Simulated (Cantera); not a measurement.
A diamond (100) surface in a fixed gas of H2 with x(CH4) = 0.013, x(H) = 0.0022, at 1150 K, 0.0620 bar; coverages are run to steady state.

Cantera simulation using the Harris–Goodwin 1993 mechanism for the reconstructed diamond (100) surface; the numbers are that mechanism's predictions, not measurements.

θ: site fractions in the mechanism's names (c6HH fully hydrogenated, c6H* and c6*H radical sites, c6** diradical, c6HM methylated).

```
x(CH3)   growth (µm/h)  θ c6HH  θ c6H*  θ c6*H  θ c6**    θ c6HM
-------  -------------  ------  ------  ------  ------  --------
1e-06                …   0.481  0.0328   0.465  0.0219   4.66e-5
2.4e-06              …   0.481  0.0328   0.465  0.0219  0.000112
6e-06                …   0.481  0.0328   0.464  0.0219  0.000279
1.5e-05              …   0.480  0.0328   0.464  0.0218  0.000698
3.6e-05              …   0.479  0.0327   0.463  0.0217   0.00167
8.7e-05              …   0.478  0.0326   0.461  0.0215   0.00401
0.00021              …   0.474  0.0323   0.457  0.0211   0.00955
0.00052              …   0.464  0.0315   0.447  0.0200    0.0229
0.0013               …   0.442  0.0299   0.423  0.0176    0.0528
```

Complete the blanks.


- 1e-06, growth (µm/h): 0.0212
- 2.4e-06, growth (µm/h): 0.0510
- 6e-06, growth (µm/h): 0.127
- 1.5e-05, growth (µm/h): 0.318
- 3.6e-05, growth (µm/h): 0.761
- 8.7e-05, growth (µm/h): 1.83
- 0.00021, growth (µm/h): 4.35
- 0.00052, growth (µm/h): 10.4
- 0.0013, growth (µm/h): 23.8
